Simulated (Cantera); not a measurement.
Input (Python, Cantera):

```python
import numpy as np
import cantera as ct

gas = ct.Solution("gri30.yaml")
gas.TPX = 1075, 101325, {'N2O': 1, 'O2': 1.8}
reactor = ct.IdealGasConstPressureReactor(gas, energy="off", clone=False)
net = ct.ReactorNet([reactor])
net.rtol, net.atol = 1e-08, 1e-18
show = ['N2O', 'O2', 'N2', 'NO2', 'NO']
times = np.geomspace(9e-06, 7, 11)

steps = ct.SolutionArray(gas, extra=["t"])
rows = []
print(f"{'t/s':>10s}{'T/K':>9s}{'P/Pa':>11s}" + "".join(f"{s:>11s}" for s in show))
for t in times:
    while net.time < t:
        t_next = net.step()
        steps.append(gas.state, t=t_next)
    rows.append([np.interp(t, steps.t, y) for y in (steps.T, steps.P, *steps(*show).X.T)])
    print(f"{t:10.3e}{rows[-1][0]:9.1f}{rows[-1][1]:11.4g}" + "".join(f"{x:11.3e}" for x in rows[-1][2:]))
rate = np.gradient(steps.T, steps.t)
print("integrator steps:", len(steps.t))
if steps.T.max() > steps.T[0] + 200:
    print(f"time of steepest temperature rise: {steps.t[rate.argmax()]:.4e} s")
gas.TPX = 1075, 101325, {'N2O': 1, 'O2': 1.8}
gas.equilibrate("TP")
print(f"equilibrium (TP): T = {gas.T:.1f} K  " + "  ".join(f"{s} {gas[s].X[0]:.3e}" for s in show))
```

Output:

```
       t/s      T/K       P/Pa        N2O         O2         N2        NO2         NO
 9.000e-06   1075.0  1.013e+05  3.571e-01  6.429e-01  7.602e-08  1.312e-16  1.235e-09
 3.494e-05   1075.0  1.013e+05  3.571e-01  6.429e-01  3.665e-07  1.583e-14  1.395e-08
 1.356e-04   1075.0  1.013e+05  3.571e-01  6.429e-01  1.761e-06  7.645e-13  9.763e-08
 5.266e-04   1075.0  1.013e+05  3.571e-01  6.429e-01  7.355e-06  1.589e-11  4.456e-07
 2.044e-03   1075.0  1.013e+05  3.571e-01  6.429e-01  2.908e-05  2.581e-10  1.797e-06
 7.937e-03   1075.0  1.013e+05  3.570e-01  6.429e-01  1.134e-04  3.891e-09  7.037e-06
 3.081e-02   1075.0  1.013e+05  3.566e-01  6.429e-01  4.404e-04  5.459e-08  2.732e-05
 1.196e-01   1075.0  1.013e+05  3.551e-01  6.431e-01  1.705e-03  6.366e-07  1.054e-04
 4.644e-01   1075.0  1.013e+05  3.492e-01  6.439e-01  6.541e-03  4.659e-06  4.009e-04
 1.803e+00   1075.0  1.013e+05  3.277e-01  6.466e-01  2.424e-02  2.066e-05  1.466e-03
 7.000e+00   1075.0  1.013e+05  2.602e-01  6.552e-01  7.987e-02  6.866e-05  4.640e-03
integrator steps: 516
equilibrium (TP): T = 1075.0 K  N2O 3.663e-09  O2 6.969e-01  N2 3.030e-01  NO2 4.631e-06  NO 7.653e-05
```

Computed with Cantera and GRI-Mech 3.0 (53 species, 325 reactions). GRI-Mech 3.0 was tuned for natural gas; its chemistry of N2O as a main component is partial and can be far from experiment. The mechanism lacks the step 2 NO + O2 → 2 NO2, which can matter for NO2 below about 1400 K. The temperature is held fixed by assumption; the heat of reaction is taken as removed at once.
